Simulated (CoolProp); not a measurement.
Computed with CoolProp (reference Helmholtz-energy equation of state, Lemmon 2006). It is a short technical equation, of lower accuracy than the large ones.

For nitrous oxide, give the phase and the cv (kJ/(kg K)) at 500 K and 1.29 MPa; 500 K and 10.3 MPa; 500 K and 15.5 MPa.


- 500 K and 1.29 MPa: gas; cv 0.857
- 500 K and 10.3 MPa: supercritical; cv 0.883
- 500 K and 15.5 MPa: supercritical; cv 0.897
